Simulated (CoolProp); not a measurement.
A simple Rankine cycle with R1224YDZ: condensing at 299.15 K, boiler at 0.54 MPa, turbine inlet 472.1 K, turbine efficiency 0.7, pump efficiency 0.6, no recuperator. Each further row changes one setting.

The numbers come from the reference Helmholtz-energy equation of state, Akasaka 2023 in CoolProp.

```tsv
case	thermal efficiency (%)	net work (kJ/kg)	heat in (kJ/kg)	turbine exit temperature (K)	volume ratio over the turbine
as stated	6.7	___	319	___	3.44
condensing temperature 291.15 K	8.0	26.3	328	___	4.57
boiler pressure 0.378 MPa	4.9	15.7	320	454.6	2.42
turbine efficiency 0.6	5.7	18.3	319	___	3.47
```

Problem. What belongs in the gaps?

Solution. 
- as stated, net work (kJ/kg): 21.4
- as stated, turbine exit temperature (K): 447.5
- condensing temperature 291.15 K, turbine exit temperature (K): 442.2
- turbine efficiency 0.6, turbine exit temperature (K): 450.6
